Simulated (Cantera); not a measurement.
Feed: 1 mol Fe3O4, 6 mol CO, 4 mol N2, 1.2 mol C, at 25.0 mbar.

Cantera equilibrium calculation (NASA polynomials, part measured and part estimated; ideal gas, pure solids and liquids). Candidate condensed phases: C, Fe, Fe(CO)5, FeO, Fe2O3, Fe3O4; 27 gas species. Mutual solubility and eutectic melting of coexisting phases are not modelled. The tables' stoichiometric FeO is somewhat more stable than real wüstite, so its field is too wide. FeO: taken at fixed stoichiometry. Kinetics and transport are ignored.

At 1373 K, list the 3 most abundant gas species with their mole fractions, and the condensed phases.

CO 0.547, N2 0.357, CO2 0.0963. Condensed: Fe(γ) + FeO(s).
